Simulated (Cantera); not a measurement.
An isothermal, constant-pressure homogeneous reactor starts with H₂ : O₂ = 0.17 : 0.75 (molar parts), at 1373 K and 0.0132 atm.

Computed with Cantera and GRI-Mech 3.0 (53 species, 325 reactions). Radical loss at walls, strong at low pressure, is not modelled. The temperature is held fixed by assumption; the heat of reaction is taken as removed at once.

x: mole fraction; the columns are a selection and need not sum to one.

| t (s) | x H₂ | x O₂ | x H | x HO₂ | x O | x H₂O |
|---|---|---|---|---|---|---|
| 3.00e-6 | 0.185 | 0.815 | 6.85e-9 | [?] | 3.93e-10 | 2.85e-11 |
| 2.85e-5 | 0.185 | 0.815 | 5.96e-8 | [?] | 2.59e-8 | 1.68e-8 |
| 0.000271 | 0.185 | 0.815 | 3.39e-5 | [?] | 2.65e-5 | 5.98e-5 |
| 0.00258 | 0.00825 | 0.702 | 0.0471 | 5.52e-6 | 0.0807 | 0.147 |
| 0.0245 | 0.00360 | 0.761 | 0.0113 | 5.47e-6 | 0.0306 | 0.183 |
| 0.233 | 8.43e-5 | 0.795 | 3.77e-5 | [?] | 0.000682 | 0.203 |
| 2.21 | 2.49e-6 | 0.796 | 1.92e-7 | [?] | 2.02e-5 | 0.203 |
| 21.0 | 5.91e-7 | 0.796 | 2.24e-8 | 9.50e-8 | 4.81e-6 | 0.204 |
| 200 | 5.89e-7 | 0.796 | 2.23e-8 | 9.50e-8 | 4.79e-6 | 0.204 |

Task: Complete the blanks.

Result: 
- 3.00e-6, x HO₂: 7.22e-9
- 2.85e-5, x HO₂: 6.86e-8
- 0.000271, x HO₂: 6.84e-7
- 0.233, x HO₂: 7.23e-7
- 2.21, x HO₂: 7.58e-8
